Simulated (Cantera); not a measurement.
An adiabatic, constant-volume homogeneous reactor starts with CO : H₂ : O₂ : N₂ = 1 : 0.15 : 0.479 : 1.8 (molar parts), equivalence ratio 1.2, at 1075 K and 323 Torr.

Detailed kinetics in Cantera: GRI-Mech 3.0 (53 species, 325 reactions).

One state of this run: T (K) = 2772; P (bar) = 1.01; x CO = 0.141; x H₂ = 0.00407; x O₂ = 0.0299; x NO = 0.0114; x H = 0.00474. x: mole fraction; the columns are a selection and need not sum to one.

Problem. Which value of t (s) does it belong to?
A) 0.000264
B) 0.000894
C) 0.118
D) 2.30e-5

Solution. C, 0.118
